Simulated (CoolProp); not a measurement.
Vapour-liquid equilibrium of ammonia (1) + benzene (2) at 295.1 K; x and y are mole fractions of (1).

Model: multi-fluid Helmholtz-energy mixture model, Gao 2020 and Thol 2012; pair parameters Bell 2016, in CoolProp.

```json
[
 {"x": "0.05", "bubble pressure, mixture model (MPa)": "0.1382", "bubble pressure, Raoult's law (MPa)": "0.05605", "y, mixture model": "0.920", "y, Raoult's law": "0.813"},
 {"x": "0.125", "bubble pressure, mixture model (MPa)": "0.3103", "bubble pressure, Raoult's law (MPa)": "0.1236", "y, mixture model": "0.965", "y, Raoult's law": "0.922"},
 {"x": "0.2", "bubble pressure, mixture model (MPa)": "0.4493", "bubble pressure, Raoult's law (MPa)": "0.1912", "y, mixture model": "0.976", "y, Raoult's law": "0.954"},
 {"x": "0.275", "bubble pressure, mixture model (MPa)": "0.5517", "bubble pressure, Raoult's law (MPa)": "0.2587", "y, mixture model": "0.981", "y, Raoult's law": "0.969"},
 {"x": "0.35", "bubble pressure, mixture model (MPa)": "0.6211", "bubble pressure, Raoult's law (MPa)": "0.3263", "y, mixture model": "0.983", "y, Raoult's law": "0.978"},
 {"x": "0.425", "bubble pressure, mixture model (MPa)": "0.6651", "bubble pressure, Raoult's law (MPa)": "0.3938", "y, mixture model": "0.985", "y, Raoult's law": "0.984"},
 {"x": "0.5", "bubble pressure, mixture model (MPa)": "0.6924", "bubble pressure, Raoult's law (MPa)": "0.4614", "y, mixture model": "0.986", "y, Raoult's law": "0.988"},
 {"x": "0.575", "bubble pressure, mixture model (MPa)": "0.7111", "bubble pressure, Raoult's law (MPa)": "0.5289", "y, mixture model": "0.986", "y, Raoult's law": "0.991"},
 {"x": "0.65", "bubble pressure, mixture model (MPa)": "0.7279", "bubble pressure, Raoult's law (MPa)": "0.5965", "y, mixture model": "0.987", "y, Raoult's law": "0.994"},
 {"x": "0.725", "bubble pressure, mixture model (MPa)": "0.7481", "bubble pressure, Raoult's law (MPa)": "0.6641", "y, mixture model": "0.988", "y, Raoult's law": "0.995"},
 {"x": "0.8", "bubble pressure, mixture model (MPa)": "0.7761", "bubble pressure, Raoult's law (MPa)": "0.7316", "y, mixture model": "0.990", "y, Raoult's law": "0.997"},
 {"x": "0.875", "bubble pressure, mixture model (MPa)": "0.8151", "bubble pressure, Raoult's law (MPa)": "0.7992", "y, mixture model": "0.992", "y, Raoult's law": "0.998"},
 {"x": "0.95", "bubble pressure, mixture model (MPa)": "0.8680", "bubble pressure, Raoult's law (MPa)": "0.8667", "y, mixture model": "0.996", "y, Raoult's law": "0.999"}
]
```

The largest gap from Raoult's law is +151.1 % in bubble pressure, at x = 0.125. No azeotrope shows between x = 0.05 and 0.95.

The pair parameters rest on a limited set of measurements; away from them the model extrapolates. With so large a gap from Raoult's law the liquid may split in two, which this calculation doesn't test in full.
